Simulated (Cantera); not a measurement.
Feed: 1 mol MgO, 0.035 mol Br2, 0.034 mol O2, equilibrated at 1375 K and 75.0 Torr.

Equilibrium computed with Cantera from the NASA thermochemical tables; the gas is ideal and each condensed phase is pure. Candidate condensed phases: Br2, Mg, MgBr2, MgO; 10 gas species. Kinetics and transport are ignored.

Base state: O2 0.430, Br2 0.313, Br 0.257, MgBr2 0.000447 (mole fractions); condensed: MgO(s).

Question: What changes in the equilibrium state with this change: temperature from 1375 K to 1625 K?

Answer: 
```csv
species,before,after
Br,0.257,0.539
O2,0.430,0.361
Br2,0.313,0.0950
MgBr2,0.000447,0.00472
O,1.32e-6,3.70e-5
"MgO(s), mol",1.000,1.000
```
